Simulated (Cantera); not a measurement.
## Moist CO burnout

An isothermal, constant-pressure homogeneous reactor starts with 0.596 % CO, 1.56 % O₂, 0.0528 % H₂O, 97.8 % N₂, equivalence ratio 0.19, at 1450 K and 1.00 bar.

Detailed kinetics in Cantera: GRI-Mech 3.0 (53 species, 325 reactions).

| t (s) | x CO | x O₂ | x H₂O | x H₂ | x OH | x NO₂ | x HO₂ |
|---|---|---|---|---|---|---|---|
| 1.00e-5 | 0.00596 | 0.0156 | 0.000528 | <1e-12 | 1.00e-11 | <1e-12 | 6.35e-12 |
| 3.59e-5 | 0.00596 | 0.0156 | 0.000528 | <1e-12 | 6.79e-11 | <1e-12 | 2.21e-11 |
| 0.000129 | 0.00596 | 0.0156 | 0.000528 | 2.21e-12 | 6.39e-10 | <1e-12 | 8.33e-11 |
| 0.000464 | 0.00596 | 0.0156 | 0.000528 | 1.07e-10 | 7.77e-9 | <1e-12 | 7.64e-10 |
| 0.00167 | 0.00596 | 0.0156 | 0.000528 | 1.13e-8 | 3.38e-7 | <1e-12 | 4.04e-8 |
| 0.00599 | 0.00356 | 0.0140 | 0.000412 | 1.35e-5 | 8.79e-5 | 7.10e-10 | 1.32e-6 |
| 0.0215 | 0.000304 | 0.0128 | 0.000504 | 2.64e-6 | 3.86e-5 | 9.53e-9 | 5.50e-7 |
| 0.0774 | 2.30e-5 | 0.0127 | 0.000523 | 2.37e-7 | 1.22e-5 | 2.01e-8 | 9.13e-8 |
| 0.278 | 1.62e-6 | 0.0127 | 0.000527 | 2.86e-8 | 4.45e-6 | 1.40e-8 | 9.77e-9 |
| 1.00 | 2.02e-7 | 0.0127 | 0.000529 | 6.29e-9 | 2.13e-6 | 6.18e-9 | 1.69e-9 |
x: mole fraction; the columns are a selection and need not sum to one.

Equilibrium at this temperature and pressure: CO 1.21e-7, O₂ 0.0126, H₂O 0.000529, H₂ 4.50e-9, OH 1.80e-6, NO₂ 3.99e-7, HO₂ 1.18e-9 (gas phase only).
